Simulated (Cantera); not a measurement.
Input (Python, Cantera) and output of one run.

```python
import numpy as np
import cantera as ct

gas_names = """
    CL CL2 H HCL H2 Si SiCL SiCL2 SiCL3 SiCL4 SiH SiHCL3 SiH2 SiH2CL2 SiH3 SiH3CL SiH4 Si2 Si3
""".split()
cond_names = """
    Si(cr) Si(L)
""".split()


# ... load() reads the species with a 1 bar reference pressure and builds the phases ...
atoms = {
    'Si': {'Si': 1},
    'Cl2': {'CL': 2},
    'H2': {'H': 2},
}
top_T = {}  # K; cautious upper limits of use, not melting points


# ... equilibrate(T, P, feed) seeds the gas with the atoms and calls Mixture.equilibrate('TP', solver="vcs", rtol=1e-11, max_steps=5000) ...
results = []
feed = {'Si': 1, 'Cl2': 2.6, 'H2': 0.76}  # mol
P = 110000  # Pa
for T in [875, 925, 975, 1025, 1075, 1125, 1175, 1225, 1275]:
    mix = equilibrate(T, P, feed)
    results.append((T, P, feed, dict(zip(mix.species_names, mix.species_moles))))
    x = sorted(zip(gas.X, gas.species_names), reverse=True)
    print(f"T = {T:g} K  P = {P:g} Pa  gas = {mix.phase_moles(0):.4g} mol")
    print("   x: " + "  ".join(f"{s} {v:.3e}" for v, s in x if v > 0.0001))
    print("   condensed (mol): " + ("  ".join(f"{mix.phase(i).name} {mix.phase_moles(i):.4g}"
          for i in range(1, mix.n_phases) if mix.phase_moles(i) > 1e-12) or "none"))
```

Result:

```
T = 875 K  P = 110000 Pa  gas = 2.36 mol
   x: HCL 5.086e-01  SiCL4 4.236e-01  H2 6.767e-02  SiHCL3 1.233e-04
   condensed (mol): none
T = 925 K  P = 110000 Pa  gas = 2.36 mol
   x: HCL 5.087e-01  SiCL4 4.235e-01  H2 6.759e-02  SiHCL3 2.045e-04
   condensed (mol): none
T = 975 K  P = 110000 Pa  gas = 2.36 mol
   x: HCL 5.088e-01  SiCL4 4.234e-01  H2 6.747e-02  SiHCL3 3.210e-04
   condensed (mol): none
T = 1025 K  P = 110000 Pa  gas = 2.36 mol
   x: HCL 5.090e-01  SiCL4 4.232e-01  H2 6.729e-02  SiHCL3 4.809e-04
   condensed (mol): none
T = 1075 K  P = 110000 Pa  gas = 2.36 mol
   x: HCL 5.092e-01  SiCL4 4.229e-01  H2 6.705e-02  SiHCL3 6.919e-04  SiCL3 1.086e-04
   condensed (mol): none
T = 1125 K  P = 110000 Pa  gas = 2.36 mol
   x: HCL 5.096e-01  SiCL4 4.225e-01  H2 6.670e-02  SiHCL3 9.603e-04  SiCL3 2.567e-04
   condensed (mol): none
T = 1175 K  P = 110000 Pa  gas = 2.361 mol
   x: HCL 5.102e-01  SiCL4 4.217e-01  H2 6.620e-02  SiHCL3 1.290e-03  SiCL3 5.616e-04
   condensed (mol): none
T = 1225 K  P = 110000 Pa  gas = 2.361 mol
   x: HCL 5.110e-01  SiCL4 4.206e-01  H2 6.548e-02  SiHCL3 1.681e-03  SiCL3 1.146e-03
   condensed (mol): none
T = 1275 K  P = 110000 Pa  gas = 2.363 mol
   x: HCL 5.124e-01  SiCL4 4.188e-01  H2 6.442e-02  SiCL3 2.197e-03  SiHCL3 2.126e-03
   condensed (mol): none
```

Method: chemical equilibrium by Gibbs-energy minimisation in Cantera with the NASA 1993 tables (ideal gas, pure condensed phases). The tables' values for SiCl3 are old estimates; treat these amounts as uncertain.
